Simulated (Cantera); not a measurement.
Cantera run:

```python
import numpy as np
import cantera as ct

gas_names = """
    AL ALCL ALCL2 ALCL3 ALH ALN AL2 AL2CL6 CL CL2 H HCL H2 N NH NH2 NH3 N2 N2H2 N2H4
""".split()
cond_names = """
    AL(cr) AL(L) ALCL3(s) ALCL3(L) ALN(s) NH4CL(a) NH4CL(b)
""".split()


# ... load() reads the species with a 1 bar reference pressure and builds the phases ...
atoms = {
    'AlCl3': {'AL': 1, 'CL': 3},
    'N2': {'N': 2},
    'H2': {'H': 2},
}
top_T = {'ALN(s)': 2750}  # K; cautious upper limits of use, not melting points


# ... equilibrate(T, P, feed) seeds the gas with the atoms and calls Mixture.equilibrate('TP', solver="vcs", rtol=1e-11, max_steps=5000) ...
results = []
feed = {'AlCl3': 1, 'N2': 63, 'H2': 600}  # mol
P = 13332.2  # Pa
for T in [1373, 1423, 1473, 1523, 1573, 1623, 1673, 1723, 1773, 1823, 1873, 1923]:
    mix = equilibrate(T, P, feed)
    results.append((T, P, feed, dict(zip(mix.species_names, mix.species_moles))))

top = {s: max(r[3][s] / sum(r[3][g] for g in gas_names) for r in results) for s in gas_names}
cols = sorted((s for s in top if top[s] > 0.0001), key=lambda s: -top[s])[:9]
seen = [c for c in cond_names if any(r[3].get(c, 0) > 1e-12 for r in results)]
print("log10 of partial pressures in bar; condensed amounts in mol")
print(f"{'T/K':>10s}" + "".join(f"{s[:9]:>10s}" for s in cols + seen))
for T, P, feed, n in results:
    ng = sum(n[g] for g in gas_names)
    print(f"{T:10.4g}" + "".join(f"{np.log10(max(n[s] / ng * P / 1e5, 1e-99)):10.3f}" for s in cols)
          + "".join(f"{n.get(c, 0):10.4g}" for c in seen))
```

It prints:

```
log10 of partial pressures in bar; condensed amounts in mol
       T/K        H2        N2       HCL         H      ALCL    ALN(s)
      1373    -0.920    -1.901    -3.223    -5.938    -6.112    0.9913
      1423    -0.920    -1.901    -3.224    -5.638    -5.646    0.9827
      1473    -0.920    -1.901    -3.227    -5.358    -5.215    0.9619
      1523    -0.920    -1.901    -3.235    -5.096    -4.817    0.9136
      1573    -0.920    -1.901    -3.251    -4.851    -4.454     0.811
      1623    -0.920    -1.900    -3.284    -4.621    -4.132    0.6142
      1673    -0.921    -1.899    -3.343    -4.404    -3.858    0.2877
      1723    -0.921    -1.899    -3.401    -4.199    -3.707         0
      1773    -0.921    -1.899    -3.400    -4.006    -3.706         0
      1823    -0.921    -1.899    -3.399    -3.824    -3.705         0
      1873    -0.921    -1.899    -3.398    -3.651    -3.706         0
      1923    -0.922    -1.899    -3.397    -3.487    -3.708         0
```

Method: chemical equilibrium by Gibbs-energy minimisation in Cantera with the NASA 1993 tables (ideal gas, pure condensed phases). The tables' values for AlCl2 are old estimates; treat these amounts as uncertain.
